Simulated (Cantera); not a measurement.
## Catalytic combustion on Pt

An isothermal plug-flow reactor at 725 K and 1.00 atm (inlet), inlet velocity 0.15 m/s, active area per volume 630 1/m; feed 0.239 % CO, 5.26 % O2, 94.5 % N2.

Computed with Cantera and Deutschmann's 1995 Pt surface mechanism with GRI-Mech 3.0 gas chemistry. Catalytic surfaces can have several steady states; this one follows from the mechanism file's or the stated starting coverage. Mass transfer to the wall is taken as infinitely fast.

| z (m) | x CO | x O2 | x H2O | x CO2 | θ free Pt | θ O* |
|---|---|---|---|---|---|---|
| 0.00071 | 0.00137 | 0.0521 | <1e-12 | 0.00102 | 0.0213 | 0.978 |
| 0.0013 | 0.00100 | 0.0520 | <1e-12 | 0.00139 | 0.0195 | 0.980 |
| 0.0022 | 0.000665 | 0.0518 | <1e-12 | 0.00173 | 0.0182 | 0.982 |
| 0.004 | 0.000322 | 0.0516 | <1e-12 | 0.00207 | 0.0172 | 0.983 |
| 0.0071 | 0.000104 | 0.0515 | <1e-12 | 0.00229 | 0.0166 | 0.983 |
| 0.013 | 1.32e-5 | 0.0515 | <1e-12 | 0.00238 | 0.0163 | 0.984 |
| 0.022 | 5.86e-7 | 0.0515 | <1e-12 | 0.00239 | 0.0163 | 0.984 |
| 0.04 | 1.17e-9 | 0.0515 | <1e-12 | 0.00240 | 0.0163 | 0.984 |
| 0.071 | <1e-12 | 0.0515 | <1e-12 | 0.00240 | 0.0163 | 0.984 |
x: gas mole fraction; θ: surface coverage.
